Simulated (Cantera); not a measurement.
Charge: 1 mol SiCl4, 0.66 mol HCl, a varied amount of H2, equilibrated at 2600 Pa.

Points: T (K) = 1348, 1423, 1498, 1573, 1648, 1723, 1798, 1873, 1948, 2023, 2098, 2173, 2248, 2323; n(H2) (mol) = 52, 65, 81, 100, 130, 160, 200, 250, 320.

Cantera's Mixture.equilibrate('TP', solver="vcs", rtol=1e-11, max_steps=5000) on the NASA tables stopped like this:

```
ERROR: FAILURE its = 5001!

*******************************************************************************
CanteraError thrown by MultiPhase::equilibrate:
VCS solver failed. Return code: -1
*******************************************************************************
```

Q: What got this run through?

A: This is not unique; one that fits is The failure is numerical, not chemical. The same input converged with solver="gibbs", rtol=1e-10, max_steps=50000, and the result passed a check of the equilibrium conditions:
```
   1348         52  Si(cr)
   1348         65  Si(cr)
   1348         81  Si(cr)
   1348        100  Si(cr)
   1348        130  Si(cr)
   1348        160  Si(cr)
   1348        200  Si(cr)
   1348        250  Si(cr)
   1348        320  Si(cr)
   1423         52  Si(cr)
   1423         65  Si(cr)
   1423         81  Si(cr)
   1423        100  Si(cr)
   1423        130  Si(cr)
   1423        160  Si(cr)
   1423        200  Si(cr)
   1423        250  Si(cr)
   1423        320  Si(cr)
   1498         52  Si(cr)
   1498         65  Si(cr)
   1498         81  Si(cr)
   1498        100  Si(cr)
   1498        130  Si(cr)
   1498        160  Si(cr)
   1498        200  Si(cr)
   1498        250  Si(cr)
   1498        320  Si(cr)
   1573         52  Si(cr)
   1573         65  Si(cr)
   1573         81  Si(cr)
   1573        100  Si(cr)
   1573        130  Si(cr)
   1573        160  Si(cr)
   1573        200  Si(cr)
   1573        250  Si(cr)
   1573        320  Si(cr)
   1648         52  Si(cr)
   1648         65  Si(cr)
   1648         81  Si(cr)
   1648        100  Si(cr)
   1648        130  Si(cr)
   1648        160  Si(cr)
   1648        200  Si(cr)
   1648        250  Si(cr)
   1648        320  Si(cr)
   1723         52  Si(L)
   1723         65  Si(L)
   1723         81  Si(L)
   1723        100  Si(L)
   1723        130  Si(L)
   1723        160  Si(L)
   1723        200  Si(L)
   1723        250  Si(L)
   1723        320  Si(L)
   1798         52  Si(L)
   1798         65  Si(L)
   1798         81  Si(L)
   1798        100  Si(L)
   1798        130  Si(L)
   1798        160  Si(L)
   1798        200  Si(L)
   1798        250  Si(L)
   1798        320  Si(L)
   1873         52  Si(L)
   1873         65  Si(L)
   1873         81  Si(L)
   1873        100  Si(L)
   1873        130  Si(L)
   1873        160  Si(L)
   1873        200  Si(L)
   1873        250  Si(L)
   1873        320  Si(L)
   1948         52  Si(L)
   1948         65  Si(L)
   1948         81  Si(L)
   1948        100  Si(L)
   1948        130  Si(L)
   1948        160  Si(L)
   1948        200  Si(L)
   1948        250  Si(L)
   1948        320  Si(L)
   2023         52  Si(L)
   2023         65  Si(L)
   2023         81  Si(L)
   2023        100  Si(L)
   2023        130  Si(L)
   2023        160  Si(L)
   2023        200  Si(L)
   2023        250  Si(L)
   2023        320  gas only
   2098         52  Si(L)
   2098         65  Si(L)
   2098         81  Si(L)
   2098        100  Si(L)
   2098        130  gas only
   2098        160  gas only
   2098        200  gas only
   2098        250  gas only
   2098        320  gas only
   2173         52  gas only
   2173         65  gas only
   2173         81  gas only
   2173        100  gas only
   2173        130  gas only
   2173        160  gas only
   2173        200  gas only
   2173        250  gas only
   2173        320  gas only
   2248         52  gas only
   2248         65  gas only
   2248         81  gas only
   2248        100  gas only
   2248        130  gas only
   2248        160  gas only
   2248        200  gas only
   2248        250  gas only
   2248        320  gas only
   2323         52  gas only
   2323         65  gas only
   2323         81  gas only
   2323        100  gas only
   2323        130  gas only
   2323        160  gas only
   2323        200  gas only
   2323        250  gas only
   2323        320  gas only
```

The gas is ideal and each condensed phase is pure. The tables' values for SiCl3 are old estimates.
